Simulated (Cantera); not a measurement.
A closed system holds: 1 mol B₂O₃, 0.51 mol O₂, equilibrated at 1525 °C and 3.10 mbar.

Cantera equilibrium calculation (NASA polynomials, part measured and part estimated; ideal gas, pure solids and liquids). Candidate condensed phases: B, B₂O₃; 10 gas species. Rates play no part.

Base state: B₂O₃ 0.638, O₂ 0.325, BO₂ 0.0365, O 0.00122, BO 3.47e-5 (mole fractions); condensed: gas only.

Problem. What changes in the equilibrium state with this change: temperature from 1525 °C to 1075 °C?

Solution. 
```csv
species,before,after
O₂,0.325,1.000
B₂O₃,0.638,0.000215
BO₂,0.0365,4.29e-5
BO,3.47e-5,<1e-9
O,0.00122,7.33e-6
"B₂O₃(l), mol",0,1.000
```

Problem. What changes in the equilibrium state with this change: pressure from 3.10 mbar to 0.120 bar?

Solution. 
| species | before | after |
|---|---|---|
| O₂ | 0.325 | 0.968 |
| B₂O₃ | 0.638 | 0.0278 |
| BO₂ | 0.0365 | 0.00402 |
| BO | 3.47e-5 | 3.55e-7 |
| O | 0.00122 | 0.000340 |
| B₂O₃(l), mol | 0 | 0.984 |

Problem. What changes in the equilibrium state with this change: 1.8 mol H₂O added?

Solution. 
| species | before | after |
|---|---|---|
| HBO₂ | 0 | 0.480 |
| H₂O | 0 | 0.299 |
| O₂ | 0.325 | 0.150 |
| B₂O₃ | 0.638 | 0.0565 |
| BO₂ | 0.0365 | 0.00896 |
| OH | 0 | 0.00459 |
| H₂ | 0 | 0.000733 |
| H | 0 | 0.000171 |
Further candidate phases: B₃O₃H₃, H₂O.
